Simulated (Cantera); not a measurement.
Charge: 1 mol PbO, 2 mol O2, 27 mol N2, at 910000 Pa.

Equilibrium computed with Cantera from the NASA thermochemical tables; the gas is ideal and each condensed phase is pure. Candidate condensed phases: Pb, PbO, PbO2, Pb3O4; 12 gas species. Gases not in the tables: (PbO)n polymers. Rates play no part.

log p: log10 of the partial pressure in bar; n: condensed amount in mol.

| T (°C) | log p N2 | log p O2 | log p NO | log p PbO | log p NO2 | log p Pb | log p O | n PbO(yellow) | n PbO(l) |
|---|---|---|---|---|---|---|---|---|---|
| 675 | 0.93 | -0.20 | -4.01 | -7.31 | -4.88 | <-11 | -10.63 | 1.00 | 0 |
| 725 | 0.93 | -0.20 | -3.76 | -6.55 | -4.78 | -10.96 | -9.93 | 1.000 | 0 |
| 775 | 0.93 | -0.20 | -3.53 | -5.86 | -4.70 | ___ | -9.30 | 1.000 | 0 |
| 825 | 0.93 | -0.20 | -3.33 | -5.23 | -4.62 | ___ | -8.73 | 1.000 | 0 |
| 875 | 0.93 | -0.20 | -3.14 | -4.66 | -4.56 | ___ | -8.20 | 1.000 | 0 |
| 925 | 0.93 | -0.20 | -2.96 | -4.18 | -4.49 | ___ | -7.72 | 0 | 1.000 |
| 975 | 0.93 | -0.20 | -2.80 | -3.75 | -4.43 | ___ | -7.28 | 0 | 0.999 |
| 1025 | 0.93 | -0.20 | -2.66 | -3.36 | -4.38 | ___ | -6.87 | 0 | 0.999 |
| 1075 | 0.93 | -0.20 | -2.52 | -3.00 | -4.33 | ___ | -6.49 | 0 | 0.997 |
| 1125 | 0.93 | -0.20 | -2.39 | -2.66 | -4.28 | ___ | -6.14 | 0 | 0.993 |
| 1175 | 0.93 | -0.20 | -2.27 | -2.35 | -4.24 | ___ | -5.81 | 0 | 0.986 |

### Question
What belongs in the gaps?

### Answer

- 775, log p Pb: -9.95
- 825, log p Pb: -9.04
- 875, log p Pb: -8.22
- 925, log p Pb: -7.50
- 975, log p Pb: -6.85
- 1025, log p Pb: -6.25
- 1075, log p Pb: -5.70
- 1125, log p Pb: -5.19
- 1175, log p Pb: -4.71
